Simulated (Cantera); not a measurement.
An isothermal, constant-pressure homogeneous reactor starts with CH4 : H2 = 1 : 7.1 (molar parts), at 1425 K and 0.0133 bar.

Detailed kinetics in Cantera: GRI-Mech 3.0 (53 species, 325 reactions). GRI-Mech 3.0 stops at C3 and has no aromatics, soot or wall deposition, so with more carbon than oxygen in the feed, carbon stays in small species such as C2H2 where larger ones or solid carbon would form. Radical loss at walls, strong at low pressure, is not modelled.

Predict: x(CH4) at 9.00 s; x(H2) at 9.00 s; x(C2H4) at 9.00 s; x(H) at 9.00 s; x(CH3) at 9.00 s; x(C2H6) at 9.00 s.


* **x(CH4) at 9.00 s**: 0.115 (gas-phase equilibrium 0.00552)
* **x(H2) at 9.00 s**: 0.881 (gas-phase equilibrium 0.942)
* **x(C2H4) at 9.00 s**: 0.000197 (gas-phase equilibrium 0.000406)
* **x(H) at 9.00 s**: 3.26e-5 (gas-phase equilibrium 5.77e-5)
* **x(CH3) at 9.00 s**: 8.57e-5 (gas-phase equilibrium 6.79e-6)
* **x(C2H6) at 9.00 s**: 7.21e-6 (gas-phase equilibrium 8.04e-8)
